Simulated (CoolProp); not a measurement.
A single-stage vapour-compression cycle with neopentane: evaporating at 282.15 K (dew point), condensing at 307.15 K (bubble point), superheat 0 K, subcooling 5 K, compressor efficiency 0.8, no pressure losses. Each further row changes one setting.

Values from CoolProp's reference Helmholtz-energy equation of state, Lemmon 2006. It is a short technical equation, of lower accuracy than the large ones.

```
case                              cooling COP  pressure ratio  discharge temperature (K)  refrigerating effect (kJ/kg)  volumetric capacity (kJ/m³)
--------------------------------  -----------  --------------  -------------------------  ----------------------------  ---------------------------
as stated                                 [?]            2.28                      307.2                           270                          866
evaporating temperature 287.15 K          [?]            1.91                      307.2                           [?]                         1050
condensing temperature 302.15 K          10.7            1.95                      302.2                           282                          903
subcooling 10 K                          8.75            2.28                      307.2                           282                          903
superheat 10 K                            [?]            2.28                      314.4                           287                          883
compressor efficiency 0.7                7.34            2.28                      307.2                           270                          866
```

Some entries are withheld; supply them.


- as stated, cooling COP: 8.39
- evaporating temperature 287.15 K, cooling COP: 10.9
- evaporating temperature 287.15 K, refrigerating effect (kJ/kg): 278
- superheat 10 K, cooling COP: 8.51

The compression ends wet for: as stated; evaporating temperature 287.15 K; condensing temperature 302.15 K; subcooling 10 K; compressor efficiency 0.7.
